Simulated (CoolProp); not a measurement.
Vapour-liquid equilibrium of R114 (1) + benzene (2) at 32.05 °C; x and y are mole fractions of (1).

Values from CoolProp's multi-fluid Helmholtz-energy mixture model, Platzer 1990 and Thol 2012; pair parameters Bell 2016. This equation is an older, rougher fit; its heat capacities, sound speeds and derivatives of the liquid may be far off and weren't checked against measurements.

### Question
Give the bubble pressure and the first vapour's composition at x = 0.05, 0.15, 0.25. Is there an azeotrope?

### Answer
x = 0.05: 0.05569 MPa, y = 0.697; x = 0.15: 0.1083 MPa, y = 0.853; x = 0.25: 0.1406 MPa, y = 0.893. No azeotrope shows between x = 0.05 and 0.95.

The pair parameters rest on a limited set of measurements; away from them the model extrapolates. With so large a gap from Raoult's law the liquid may split in two, which this calculation doesn't test in full.
